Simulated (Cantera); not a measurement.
## Gas-phase reforming

An isothermal, constant-pressure homogeneous reactor starts with 64.5 % CH4, 35.5 % H2O, at 1625 K and 683 Torr.

Detailed kinetics in Cantera: GRI-Mech 3.0 (53 species, 325 reactions). GRI-Mech 3.0 stops at C3 and has no aromatics, soot or wall deposition, so with more carbon than oxygen in the feed, carbon stays in small species such as C2H2 where larger ones or solid carbon would form.

```tsv
t (s)	x CH4	x H2O	x O	x HCO	x HO2	x H2
0.000200	0.642	0.355	4.08e-11	2.29e-10	<1e-12	0.00156
0.000485	0.637	0.354	7.44e-11	1.08e-9	<1e-12	0.00509
0.00118	0.619	0.352	1.16e-10	3.24e-9	<1e-12	0.0185
0.00285	0.569	0.343	1.06e-10	4.04e-9	<1e-12	0.0608
0.00691	0.478	0.322	6.46e-11	2.70e-9	<1e-12	0.145
0.0168	0.359	0.293	3.87e-11	1.74e-9	<1e-12	0.258
0.0406	0.233	0.263	2.58e-11	1.16e-9	<1e-12	0.377
0.0985	0.129	0.232	2.01e-11	9.78e-10	<1e-12	0.477
0.239	0.0700	0.200	1.80e-11	1.45e-9	<1e-12	0.546
0.579	0.0509	0.158	1.55e-11	2.88e-9	<1e-12	0.593
1.40	0.0451	0.105	1.13e-11	5.15e-9	<1e-12	0.637
3.40	0.0395	0.0533	6.50e-12	7.73e-9	<1e-12	0.680
8.25	0.0349	0.0172	2.34e-12	9.74e-9	<1e-12	0.710
20.0	0.0327	0.00203	<1e-12	1.06e-8	<1e-12	0.723
```
x: mole fraction; the columns are a selection and need not sum to one.

Equilibrium at this temperature and pressure: CH4 0.0324, H2O 1.93e-6, O <1e-12, HCO 1.08e-8, HO2 <1e-12, H2 0.725 (gas phase only).
